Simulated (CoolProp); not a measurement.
Properties of R134a at several states (Tc = 374.2 K, pc = 40.59 bar, ω = 0.327).

Values from CoolProp's reference Helmholtz-energy equation of state, Tillner-Roth 1994.

| T (K) | p (bar) | phase | cp (kJ/(kg K)) | cv (kJ/(kg K)) | isothermal compressibility (1/MPa) | Prandtl number |
|---|---|---|---|---|---|---|
| 410.4 | 1.65 | gas | 1.029 | 0.9428 | 6.124 | … |
| 453.6 | 1.34 | gas | … | … | 7.506 | … |
| 193.8 | 0.21 | liquid | 1.199 | … | 0.0009872 | 9.18 |
| 387.7 | 1.87 | gas | 0.9960 | … | 5.427 | 0.739 |
| 271.5 | 1.96 | gas | … | 0.7353 | 5.441 | 0.804 |

Fill in the missing entries.


- 410.4, Prandtl number: 0.741
- 453.6, cp (kJ/(kg K)): 1.093
- 453.6, cv (kJ/(kg K)): 1.008
- 453.6, Prandtl number: 0.749
- 193.8, cv (kJ/(kg K)): 0.7972
- 387.7, cv (kJ/(kg K)): 0.9080
- 271.5, cp (kJ/(kg K)): 0.8487

Viscosity comes from a separate model (Huber 2003), an estimate that may be off by 10 % or more. Thermal conductivity comes from a separate model (McLinden 2000), an estimate that may be off by 10 % or more.
